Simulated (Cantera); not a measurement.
Input: 1 mol Al, a varied amount of Cl2, at 775 K and 0.338 Torr.

Cantera equilibrium calculation (NASA polynomials, part measured and part estimated; ideal gas, pure solids and liquids). Candidate condensed phases: Al, AlCl3; 8 gas species. The tables' values for AlCl2 are old estimates; treat these amounts as uncertain. The numbers say what is thermodynamically allowed, not how fast it happens.

x: gas mole fraction; n: condensed amount in mol.

```
n(Cl2) (mol)     x AlCl3       x Cl2   x AlCl    x Al2Cl6  x AlCl2        x Cl  n Al(s)
------------  ----------  ----------  -------  ----------  -------  ----------  -------
0.64               0.988      <1e-12  0.00772     0.00261  0.00208      <1e-12    0.571
0.8                0.988      <1e-12  0.00772     0.00261  0.00208      <1e-12    0.464
0.99               0.988      <1e-12  0.00772     0.00261  0.00208      <1e-12    0.336
1.2                0.988      <1e-12  0.00772     0.00261  0.00208      <1e-12    0.195
1.5                0.997  (withheld)   <1e-12     0.00266  1.00e-9  (withheld)        0
1.9           (withheld)  (withheld)   <1e-12  (withheld)   <1e-12  (withheld)        0
2.4                0.525       0.474   <1e-12    0.000737   <1e-12    0.000167        0
3                  0.399       0.600   <1e-12    0.000426   <1e-12    0.000188        0
```

Q: Complete the blanks.

A: 
- 1.9, x AlCl3: 0.712
- 1.9, x Cl2: 0.286
- 1.9, x Al2Cl6: 0.00136
- 1.9, x Cl: 0.000130
- 1.5, x Cl2: 1.61e-11
- 1.5, x Cl: 9.72e-10
